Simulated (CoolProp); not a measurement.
The fluid at 298.15 K and 0.112 MPa is throttled through a valve to 0.073 MPa with no heat exchange. The same conditions are run with several fluids, on thermodynamics alone (safety and materials aside).

Computed with CoolProp (reference Helmholtz-energy equation of state of each fluid (ethylene: Smukala 2000; R1132(E): Akasaka 2024; R114: Platzer 1990; propylene: Lemmon 2013; dimethyl ether: Wu 2011)). The equations of Platzer and Polt are older, rougher fits.

```tsv
fluid	temperature change (K)	final density (kg/m³)
ethylene	(withheld)	(withheld)
R1132(E)	-0.6	1.91
R114	(withheld)	(withheld)
propylene	(withheld)	(withheld)
dimethyl ether	(withheld)	(withheld)
```

### Question
Fill in the missing entries.

### Answer

- ethylene, temperature change (K): -0.4
- ethylene, final density (kg/m³): 0.831
- R114, temperature change (K): -0.8
- R114, final density (kg/m³): 5.16
- propylene, temperature change (K): -0.7
- propylene, final density (kg/m³): 1.26
- dimethyl ether, temperature change (K): -0.9
- dimethyl ether, final density (kg/m³): 1.38
